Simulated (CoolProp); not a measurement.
Saturation properties of n-perfluorohexane.

Computed with CoolProp (reference Helmholtz-energy equation of state, Gao 2022).

```tsv
T (°C)	p (MPa)	liquid density (kg/m³)	vapour density (kg/m³)	enthalpy of vaporisation (kJ/kg)	liquid cp (kJ/(kg K))
-37.65	0.0007160	1851	0.1238	108.6	0.9488
-32.95	0.001032	1838	0.1750	107.5	0.9561
-28.35	0.001451	1826	0.2415	106.3	0.9633
-23.75	___	1813	0.3283	___	0.9705
-19.05	0.002756	1800	0.4427	104.1	0.9779
-14.45	0.003705	1787	0.5852	102.9	0.9851
-9.75	0.004945	1774	0.7681	101.8	0.9925
-5.15	0.006479	___	0.9905	100.6	0.9997
-0.55	0.008391	1749	___	99.51	1.007
4.15	0.01081	1735	1.603	98.35	1.014
```

### Question
What belongs in the gaps?

### Answer

- -23.75, p (MPa): 0.002008
- -23.75, enthalpy of vaporisation (kJ/kg): 105.2
- -5.15, liquid density (kg/m³): 1761
- -0.55, vapour density (kg/m³): 1.263

It boils at 57.1 °C under 1 atm.
